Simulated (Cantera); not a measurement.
What does this Cantera script print?

```python
import numpy as np
import cantera as ct

gas = ct.Solution("gri30.yaml")
gas.TP = 300, 60000
flame = ct.CounterflowDiffusionFlame(gas, width=0.02)
flame.fuel_inlet.X, flame.fuel_inlet.T = {'CH4': 1}, 600
flame.oxidizer_inlet.X, flame.oxidizer_inlet.T = {'O2': 0.21, 'N2': 0.79}, 623
flame.set_refine_criteria(ratio=3, slope=0.12, curve=0.24, prune=0.03)
show = ['OH', 'H', 'NO', 'CO', 'C2H2']

rows = []
print(f"{'mdot':>8s}{'a_max':>10s}{'a_mean':>10s}{'Tmax/K':>9s}" + "".join(f"{s:>11s}" for s in show) + "   (peak mole fractions)")
for i, mdot in enumerate([0.15, 0.26, 0.43, 0.74, 1.3, 2.1, 3.6]):  # kg/m2/s on the oxidiser side
    flame.oxidizer_inlet.mdot, flame.fuel_inlet.mdot = mdot, 0.9 * mdot
    flame.solve(loglevel=0, auto=(i == 0))
    if flame.T.max() < max(600, 623) + 100:
        print(f"{mdot:8.3g}  no burning solution found from the previous one")
        break
    dT = np.abs(np.gradient(flame.T, flame.grid))
    rows.append([flame.strain_rate("max"), flame.strain_rate("mean"), flame.T.max(),
                 *(flame.X[gas.species_index(s)].max() for s in show), max(dT[0], dT[-1]) / dT.max()])
    print(f"{mdot:8.3g}{rows[-1][0]:10.1f}{rows[-1][1]:10.1f}{rows[-1][2]:9.1f}" + "".join(f"{x:11.3e}" for x in rows[-1][3:-1]))
```

It prints:

```
    mdot     a_max    a_mean   Tmax/K         OH          H         NO         CO       C2H2   (peak mole fractions)
    0.15     222.2      57.4   2129.6  9.705e-03  6.471e-03  2.872e-04  6.276e-02  1.576e-02
    0.26     366.3      99.5   2108.6  9.490e-03  6.878e-03  2.425e-04  6.143e-02  1.452e-02
    0.43     581.1     164.6   2084.9  9.133e-03  7.148e-03  1.935e-04  6.065e-02  1.325e-02
    0.74     958.8     283.3   2051.9  8.514e-03  7.230e-03  1.349e-04  6.043e-02  1.146e-02
     1.3    1618.5     497.7   1999.2  7.381e-03  6.774e-03  7.249e-05  6.075e-02  8.549e-03
     2.1    2502.2     804.0   1894.8  5.169e-03  4.914e-03  1.995e-05  6.010e-02  4.146e-03
     3.6  no burning solution found from the previous one
```

Cantera simulation using GRI-Mech 3.0 (53 species, 325 reactions); the numbers are that mechanism's predictions, not measurements. GRI-Mech 3.0 has no aromatics or soot, which form on the fuel side of real flames. The maximum strain rate includes the flame's own expansion and is several times the mean. A flux with no burning solution from the previous one only brackets extinction.
